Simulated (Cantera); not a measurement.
Input: 1 mol NaCl, 0.056 mol HF, 29 mol N2, at 1323.15 K and 78.0 Pa.

Cantera equilibrium calculation (NASA polynomials, part measured and part estimated; ideal gas, pure solids and liquids). Candidate condensed phases: NH4Cl, Na, NaCl, NaF; 33 gas species. The numbers say what is thermodynamically allowed, not how fast it happens.

Base state: N2 0.965, NaCl 0.0329, HF 0.00157, NaF 0.000294, HCl 0.000293, Na2Cl2 1.65e-5, Cl 1.55e-5, Na 1.38e-5 (mole fractions); condensed: gas only.

Task: What changes in the equilibrium state with this change: HF from 0.056 to 2.6 mol?

Result: 
```csv
species,before,after
N2,0.965,0.890
HF,0.00157,0.0778
NaCl,0.0329,0.0287
H2,8.16e-7,1.07e-5
NaF,0.000294,0.00194
```
